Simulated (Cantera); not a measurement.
Low-pressure radical oxidation in H2/O2

An isothermal, constant-pressure homogeneous reactor starts with H2 : O2 = 0.37 : 1 (molar parts), equivalence ratio 0.18, at 1400 K and 10.00 Torr.

Detailed kinetics in Cantera: the H2/O2 subset of GRI-Mech 3.0, which has no nitrogen chemistry. Radical loss at walls, strong at low pressure, is not modelled. The temperature is held fixed by assumption; the heat of reaction is taken as removed at once.

| t (s) | x H2 | x O2 | x HO2 | x OH | x H2O | x O |
|---|---|---|---|---|---|---|
| 2.00e-5 | 0.270 | 0.730 | 9.21e-8 | 2.13e-8 | 1.71e-8 | 2.46e-8 |
| 4.92e-5 | 0.270 | 0.730 | 2.26e-7 | 1.09e-7 | 2.05e-7 | 1.36e-7 |
| 0.000121 | 0.270 | 0.730 | 5.57e-7 | 1.27e-6 | 4.11e-6 | 1.63e-6 |
| 0.000298 | 0.269 | 0.729 | 1.63e-6 | 0.000264 | 0.000967 | 0.000340 |
| 0.000734 | 0.0186 | 0.573 | 6.02e-6 | 0.0217 | 0.195 | 0.0994 |
| 0.00181 | 0.0165 | 0.577 | 6.16e-6 | 0.0209 | 0.204 | 0.0969 |
| 0.00445 | 0.0151 | 0.592 | 6.49e-6 | 0.0202 | 0.219 | 0.0844 |
| 0.0110 | 0.0114 | 0.621 | 6.99e-6 | 0.0180 | 0.249 | 0.0590 |
| 0.0270 | 0.00514 | 0.660 | 6.63e-6 | 0.0124 | 0.287 | 0.0244 |
| 0.0664 | 0.00108 | 0.681 | 3.61e-6 | 0.00576 | 0.306 | 0.00496 |
| 0.163 | 0.000174 | 0.686 | 1.04e-6 | 0.00233 | 0.311 | 0.000798 |
| 0.402 | 3.47e-5 | 0.687 | 2.85e-7 | 0.00104 | 0.312 | 0.000159 |
| 0.990 | 8.98e-6 | 0.688 | 1.26e-7 | 0.000531 | 0.312 | 4.13e-5 |
| 2.44 | 3.00e-6 | 0.688 | 1.13e-7 | 0.000307 | 0.312 | 1.38e-5 |
| 6.00 | 1.62e-6 | 0.688 | 1.29e-7 | 0.000226 | 0.312 | 7.48e-6 |
x: mole fraction; the columns are a selection and need not sum to one.

Equilibrium at this temperature and pressure: H2 1.48e-6, O2 0.688, HO2 1.32e-7, OH 0.000216, H2O 0.312, O 6.84e-6 (gas phase only).
